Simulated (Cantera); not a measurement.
A perfectly stirred reactor is fed with 30.9 % H2, 37.2 % O2, 32.0 % N2, equivalence ratio 0.41, at 0.612 atm; it is held at 1400 K, and followed from long to short residence time.

Detailed kinetics in Cantera: GRI-Mech 3.0 (53 species, 325 reactions). The temperature is held fixed by assumption; the heat of reaction is taken as removed at once.

One state of this run: x H2 = 4.40e-5; x O2 = 0.257; x H = 6.43e-7; x O = 1.49e-5; x NO = 7.58e-7; x H2O = 0.365. x: mole fraction; the columns are a selection and need not sum to one.

Q: Which value of τ (s) does it belong to?
A) 0.78
B) 1.9
C) 0.051
D) 0.13

A: B, 1.9
